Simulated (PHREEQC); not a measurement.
0.097 g of hydrous ferric oxide (600 m²/g; 0.2 weak and 0.005 strong sites per Fe, Dzombak-Morel constants, diffuse double layer) in 1 kg of water with 0.001 mol/kgw of an inert sodium salt, at 25 °C; the pH is set by adding NaOH or the inert anion's acid. Oxygen is held at 0.21 atm. CO2 from the air is kept out. Nothing may precipitate in this run.

Base run: PHREEQC, ion-association model, wateq4f.dat. Each further column changes one thing. The table gives surface charge σ (C/m²).

```csv
pH,base,background salt from 0.001 to 0.0001 mol/kgw,oxide from 0.097 to 0.48 g/kgw,0.001 mol/kgw SrCl2 added
4,0.118,0.068,0.123,0.172
4.75,0.063,0.027,0.065,0.102
5.5,0.031,0.011,0.032,0.055
6.25,0.014,0.005,0.014,0.027
7,0.006,0.002,0.006,0.012
7.75,0.002,0.000,0.002,0.004
8.5,-0.002,-0.001,-0.002,-0.001
9.25,-0.006,-0.002,-0.006,-0.003
10,-0.015,-0.007,-0.016,-0.003
```
